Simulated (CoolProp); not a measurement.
A simple Rankine cycle with water: condensing at 324.15 K, boiler at 3.69 MPa, turbine inlet 520.8 K, turbine efficiency 0.6, pump efficiency 0.6, no recuperator. Each further row changes one setting.

Values from CoolProp's reference Helmholtz-energy equation of state, Wagner 2002.

```tsv
case	thermal efficiency (%)	net work (kJ/kg)	heat in (kJ/kg)	turbine exit temperature (K)	volume ratio over the turbine
as stated	19.3	501	2590	324.2	185
turbine inlet 540.8 K	19.5	517	?	324.2	176
condensing temperature 316.15 K	?	527	?	316.2	269
boiler pressure 2.58 MPa	?	489	2650	324.2	125
turbine efficiency 0.5	16.1	417	2590	324.2	192
```

Task: What belongs in the gaps?

Result: 
- turbine inlet 540.8 K, heat in (kJ/kg): 2660
- condensing temperature 316.15 K, thermal efficiency (%): 20.1
- condensing temperature 316.15 K, heat in (kJ/kg): 2620
- boiler pressure 2.58 MPa, thermal efficiency (%): 18.4

The expansion ends wet for: as stated; turbine inlet 540.8 K; condensing temperature 316.15 K; boiler pressure 2.58 MPa; turbine efficiency 0.5.
